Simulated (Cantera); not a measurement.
Input: 1 mol TEOS, 0.92 mol N2O, held at 700 K and 4.40 mbar.

Method: chemical equilibrium by Gibbs-energy minimisation in Cantera with the NASA 1993 tables (ideal gas, pure condensed phases). The feed counts by its element totals alone. Equilibrium is a limit: real reactors are often held back by kinetics, nucleation or transport.

```json
[
 {"species": "H2", "before": "0.717", "after": "0.674"},
 {"species": "CO", "before": "0.0560", "after": "0.298"},
 {"species": "N2", "before": "0.0765", "after": "0.0283"},
 {"species": "H2O", "before": "0.0756", "after": "5.14e-6"},
 {"species": "CO2", "before": "0.0556", "after": "1.16e-6"},
 {"species": "CH4", "before": "0.0192", "after": "1.16e-5"},
 {"species": "SiO", "before": "<1e-9", "after": "5.76e-5"},
 {"species": "HCN", "before": "1.24e-9", "after": "4.43e-5"},
 {"species": "H", "before": "<1e-9", "after": "2.87e-5"},
 {"species": "C(graphite), mol", "before": "6.43", "after": "3.58"},
 {"species": "SiO2(α-quartz), mol", "before": "1.00", "after": "0"},
 {"species": "Si2N2O(s), mol", "before": "0", "after": "0.500"}
]
```
Gas species are given as mole fractions.

Name the change that produced these shifts.
A. temperature from 700 K to 1148 K
B. N2O from 0.92 to 0.11 mol
C. N2O from 0.92 to 9.5 mol
D. temperature from 700 K to 1348.15 K

D, temperature from 700 K to 1348.15 K
